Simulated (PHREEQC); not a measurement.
## Polishing slurry liquid: speciation

Dissolve 63 mmol/kgw HNO3, 0.01 mmol/kgw H4SiO4 and 6 mmol/kgw KH2PO4 at 69 °C. Closed to the air; pH follows from the charge balance.

Model: ion-association model, phreeqc.dat, run in PHREEQC.

Each row changes one thing in this solution. No solid was allowed to form.

```json
[
 {"case": "as made", "pH": "1.32", "SI of Quartz (SiO2)": "-1.58"},
 {"case": "KH2PO4 left out", "pH": "1.28", "SI of Quartz (SiO2)": "-1.58"},
 {"case": "temperature from 69 to 10 °C", "pH": "1.31", "SI of Quartz (SiO2)": "-0.78"},
 {"case": "temperature from 69 to 20 °C", "pH": "1.31", "SI of Quartz (SiO2)": "-0.94"},
 {"case": "H4SiO4 from 1e-05 to 9e-06 mol/kgw", "pH": "1.32", "SI of Quartz (SiO2)": "-1.62"},
 {"case": "H4SiO4 from 1e-05 to 2e-05 mol/kgw", "pH": "1.32", "SI of Quartz (SiO2)": "-1.27"},
 {"case": "HNO3 from 0.063 to 0.0945 mol/kgw", "pH": "1.14", "SI of Quartz (SiO2)": "-1.57"},
 {"case": "KH2PO4 from 0.006 to 0.0006 mol/kgw", "pH": "1.28", "SI of Quartz (SiO2)": "-1.58"},
 {"case": "H4SiO4 replaced by Na2SiF6 at the same molality", "pH": "1.32", "SI of Quartz (SiO2)": "-1.58"}
]
```

Constants without temperature data keep their 25 °C values here. SiF6-2 is the database's only silicon fluoride.
